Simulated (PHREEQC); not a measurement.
Make-up at 25 °C: 0.01 mol ZnSO4, 0.00046 mol MgSO4 and 7.2e-05 mol H2SO4 per kg of water. Closed to the air; pH follows from the charge balance.

All values are PHREEQC results (ion-association model, wateq4f.dat), not measurements.

| Property | Result |
|---|---|
| pH | 4.03 |
| ionic strength | 0.0280 mol/kgw |
| total alkalinity | -0.144 meq/kg |

```tsv
species	molality	activity	log γ
SO4-2	0.00683	0.00368	-0.269
Zn+2	0.00666	0.00369	-0.257
ZnSO4	0.00316	0.00318	0.003
Mg+2	0.000312	0.000173	-0.257
Zn(SO4)2-2	0.000179	9.50e-5	-0.275
MgSO4	0.000148	0.000149	0.003
H+	0.000105	9.24e-5	-0.057
HSO4-	3.87e-5	3.30e-5	-0.068
ZnOH+	5.13e-8	4.37e-8	-0.069
```

This is a speciation only: nothing precipitates in the calculation. Species that the database lacks are ignored.
